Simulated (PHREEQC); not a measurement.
PHREEQC input (ion-association model, wateq4f.dat):

```
SOLUTION_SPECIES
  PO4-3 + 3H+ = H3PO4  # constants of phreeqc.dat
    -log_k 21.721
    -delta_h -10.1 kJ
SOLUTION 1
  temp 15
  units mmol/kgw
  pH 7 charge
  P 1.1
  Na 1.42
  F 0.32
SOLUTION 2
  temp 15
  units mmol/kgw
  pH 7 charge
  S(6) 35.25
  Zn 35
  Na 0.5
  Cl 3.4
  Ni 1.7
END
SELECTED_OUTPUT 1
  -reset false
  -pH true
  -pe true
  -ionic_strength true
  -water true
  -totals Cl F Na Ni P S Zn S(-2) S(6)
  -molalities H+ Cl- F- Na+ Ni+2 PO4-3 SO4-2 Zn+2 HPO4-2 H2PO4-
    NaHPO4- NaSO4- HSO4- H2S HS- S-2 O2 OH- HF HF2-
    ZnCl+ ZnCl2 ZnCl3- ZnCl4-2 ZnF+ ZnOH+ Zn(OH)2 Zn(OH)3- Zn(OH)4-2 ZnOHCl
    Zn(HS)2 Zn(HS)3- ZnSO4 Zn(SO4)2-2 NiCl+ NiF+ NiOH+ Ni(OH)2 Ni(OH)3- NiSO4
    NiCl2 Ni(SO4)2-2 H2F2 NaF H3PO4
  -saturation_indices Zn(OH)2-a Zn4(OH)6SO4 Zn5(OH)8Cl2 Zn3(PO4)2:4w Ni(OH)2 Ni3(PO4)2 Ni4(OH)6SO4 Halite Mirabilite Goslarite
    Morenosite ZnF2
PRINT
  -reset false
MIX 1
  1 1
  2 0
EQUILIBRIUM_PHASES 1
  O2(g) -0.68 10
END
# ... the last block is repeated for the other 10 points of share of solution B
```

Selected output (columns that matter, 11 of 11 rows; share of solution B added in front):

```
share of solution B	pH	mu	Cl	F	Na	Ni	P	S	Zn	si_Zn(OH)2-a	si_Zn4(OH)6SO4	si_Zn5(OH)8Cl2	si_Zn3(PO4)2:4w	si_Ni(OH)2
0	5.1666	0.0014374	0	0.00032	0.00142	0	0.0011	0	0	-1000	-1000	-1000	-1000	-1000
0.1	5.1587	0.012893	0.00034	0.000288	0.001328	0.00017	0.00099	0.003525	0.0035	-4.8745	-11.167	-17.98	-1.0013	-3.7552
0.2	5.172	0.022334	0.00068	0.000256	0.001236	0.00034	0.00088	0.00705	0.007	-4.6322	-10.018	-16.222	-0.4282	-3.508
0.3	5.1917	0.030989	0.00102	0.000224	0.001144	0.00051	0.00077	0.010575	0.0105	-4.473	-9.3096	-15.133	-0.1231	-3.3449
0.4	5.2168	0.03918	0.00136	0.000192	0.001052	0.00068	0.00066	0.0141	0.014	-4.3402	-8.7539	-14.285	0.0778	-3.2087
0.5	5.2479	0.047057	0.0017	0.00016	0.00096	0.00085	0.00055	0.017625	0.0175	-4.2149	-8.2598	-13.54	0.2213	-3.0803
0.6	5.2869	0.054704	0.00204	0.000128	0.000868	0.00102	0.00044	0.02115	0.021	-4.086	-7.779	-12.827	0.3255	-2.9484
0.7	5.3373	0.062176	0.00238	9.6e-05	0.000776	0.00119	0.00033	0.024675	0.0245	-3.9424	-7.2703	-12.087	0.3952	-2.8021
0.8	5.4066	0.069508	0.00272	6.4e-05	0.000684	0.00136	0.00022	0.0282	0.028	-3.7671	-6.678	-11.242	0.4197	-2.6241
0.9	5.5139	0.076725	0.00306	3.2e-05	0.000592	0.00153	0.00011	0.031725	0.0315	-3.5205	-5.8804	-10.129	0.3297	-2.3748
1	5.7418	0.083846	0.0034	0	0.0005	0.0017	0	0.03525	0.035	-3.0358	-4.3756	-8.0783	-1000	-1.8876
```

Along this series the solution becomes supersaturated in solids that the run did not let form, among them Zn3(PO4)2:4w. H3PO4, which wateq4f.dat lacks, is added to it with the constant of phreeqc.dat. The database has no phosphate complexes of Zn, Ni.
